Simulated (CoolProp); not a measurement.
Computed with CoolProp (reference Helmholtz-energy equation of state, Schroeder 2014).

Give the vapour pressure (MPa), vapour density (kg/m³), enthalpy of vaporisation (kJ/kg), liquid viscosity (µPa s) of saturated ethanol at 322.2, 368.2, 383.5 K.


| T (K) | p (MPa) | vapour density (kg/m³) | enthalpy of vaporisation (kJ/kg) | liquid viscosity (µPa s) |
|---|---|---|---|---|
| 322.2 | 0.0281 | 0.490 | 892 | 700 |
| 368.2 | 0.189 | 2.98 | 820 | 347 |
| 383.5 | 0.316 | 4.90 | 790 | 283 |

Viscosity comes from a separate model (Kiselev 2005).
